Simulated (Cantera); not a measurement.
An adiabatic, constant-volume homogeneous reactor starts with H₂ : O₂ : N₂ = 1 : 0.847 : 3.19 (molar parts), equivalence ratio 0.59, at 1448 K and 4.84 atm. Integrator tolerance rtol = 1e-08.

Cantera simulation using GRI-Mech 3.0 (53 species, 325 reactions); the numbers are that mechanism's predictions, not measurements. The hydrogen kinetics of GRI-Mech 3.0 are dated; newer H2 mechanisms differ, most at raised pressure.

```json
[
 {"quantity": "time of steepest temperature rise", "before": "3.45 µs", "after": "1.63 µs"},
 {"quantity": "temperature at 0.800 s", "before": "2852 K", "after": "2960 K"},
 {"quantity": "equilibrium temperature", "before": "2852 K", "after": "2960 K"},
 {"quantity": "x(H₂) at 0.800 s", "before": "0.00717 (gas-phase equilibrium 0.00717)", "after": "0.0109 (gas-phase equilibrium 0.0109)"},
 {"quantity": "x(O₂) at 0.800 s", "before": "0.0612 (gas-phase equilibrium 0.0612)", "after": "0.0588 (gas-phase equilibrium 0.0588)"},
 {"quantity": "x(NO) at 0.800 s", "before": "0.0199 (gas-phase equilibrium 0.0199)", "after": "0.0224 (gas-phase equilibrium 0.0224)"},
 {"quantity": "x(OH) at 0.800 s", "before": "0.0227 (gas-phase equilibrium 0.0227)", "after": "0.0290 (gas-phase equilibrium 0.0290)"},
 {"quantity": "x(HO₂) at 0.800 s", "before": "3.06e-5 (gas-phase equilibrium 3.06e-5)", "after": "3.48e-5 (gas-phase equilibrium 3.48e-5)"}
]
```

Which change was made?
A. initial temperature 1448 to 1400 K
B. pressure from 4.84 atm to 0.987 atm
C. initial temperature 1448 to 1698 K
D. constant pressure in place of constant volume

C, initial temperature 1448 to 1698 K
